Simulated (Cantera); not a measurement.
A closed system holds: 1 mol BN, 14 mol F₂, 0.47 mol N₂, 3.9 mol Cl₂, equilibrated at 1575 °C and 0.0860 bar.

Cantera equilibrium calculation (NASA polynomials, part measured and part estimated; ideal gas, pure solids and liquids). Rates play no part.

| species | before | after |
|---|---|---|
| N₂ | 0.0309 | 0.439 |
| F | 0.698 | 0.408 |
| Cl | 0.132 | 0.0912 |
| ClF | 0.0970 | 0.0392 |
| BF₃ | 0.0318 | 0.0179 |
| F₂ | 0.000449 | 0.000153 |
| Cl₂ | 0.00966 | 0.00461 |
Gas species are given as mole fractions.

### Question
Name the change that produced these shifts.
(A) temperature from 1575 °C to 1100 °C
(B) temperature from 1575 °C to 1452 °C
(C) N₂ from 0.47 to 24 mol
(D) temperature from 1575 °C to 700 °C

### Answer
C, N₂ from 0.47 to 24 mol
